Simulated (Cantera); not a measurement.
Cantera run, input and output.

```python
import numpy as np
import cantera as ct

gas = ct.Solution("gri30.yaml")
gas.TPX = 475, 760000, {'CO': 1, 'H2': 1, 'CH4': 0.15, 'O2': 2.6, 'N2': 9.78}
inlet = ct.Reservoir(gas, clone=True)
gas.equilibrate("HP")  # start burning
reactor = ct.IdealGasConstPressureReactor(gas, energy="on", clone=False)
exhaust = ct.Reservoir(gas, clone=True)
tau = [0.051, 0.027, 0.014, 0.0076, 0.0041, 0.0022, 0.0011, 0.00061, 0.00033, 0.00017, 9.2e-05, 4.9e-05][0]
for a, b in ((inlet, reactor), (reactor, exhaust)):
    ct.MassFlowController(a, b, mdot=lambda t: reactor.mass / tau)
net = ct.ReactorNet([reactor])
show = ['CO', 'H2', 'CH4', 'CO2', 'H2O', 'C2H2']

rows = []
print(f"{'tau/s':>10s}{'T/K':>9s}" + "".join(f"{s:>11s}" for s in show))
for tau in [0.051, 0.027, 0.014, 0.0076, 0.0041, 0.0022, 0.0011, 0.00061, 0.00033, 0.00017, 9.2e-05, 4.9e-05]:
    net.initial_time = 0.0
    net.advance(30 * tau)
    before = gas.X
    net.advance(40 * tau)
    drift = np.max(np.abs(gas.X - before) / (gas.X + 1e-9))
    rows.append([gas.T, *gas[show].X, drift])
    print(f"{tau:10.3e}{gas.T:9.1f}" + "".join(f"{x:11.3e}" for x in gas[show].X))
```

Output:

```
     tau/s      T/K         CO         H2        CH4        CO2        H2O       C2H2
 5.100e-02   1799.7  1.996e-04  2.572e-05  1.390e-06  8.477e-02  9.578e-02  4.934e-11
 2.700e-02   1798.3  3.123e-04  3.825e-05  2.194e-06  8.465e-02  9.572e-02  9.543e-11
 1.400e-02   1796.3  4.939e-04  5.842e-05  3.440e-06  8.446e-02  9.563e-02  1.689e-10
 7.600e-03   1793.5  7.536e-04  8.716e-05  5.168e-06  8.418e-02  9.551e-02  2.643e-10
 4.100e-03   1789.3  1.153e-03  1.310e-04  7.756e-06  8.375e-02  9.535e-02  3.883e-10
 2.200e-03   1783.1  1.768e-03  1.978e-04  1.167e-05  8.310e-02  9.514e-02  5.388e-10
 1.100e-03   1772.6  2.849e-03  3.135e-04  1.850e-05  8.194e-02  9.481e-02  7.293e-10
 6.100e-04   1759.1  4.287e-03  4.651e-04  2.768e-05  8.042e-02  9.442e-02  9.045e-10
 3.300e-04   1737.8  6.604e-03  7.057e-04  4.309e-05  7.795e-02  9.386e-02  1.103e-09
 1.700e-04   1701.2  1.071e-02  1.130e-03  7.335e-05  7.360e-02  9.299e-02  1.372e-09
 9.200e-05   1642.3  1.752e-02  1.873e-03  1.359e-04  6.637e-02  9.167e-02  1.832e-09
 4.900e-05    475.0  6.882e-02  6.882e-02  1.032e-02 -8.827e-16 -1.910e-15 -5.051e-22
```

Detailed kinetics in Cantera: GRI-Mech 3.0 (53 species, 325 reactions).
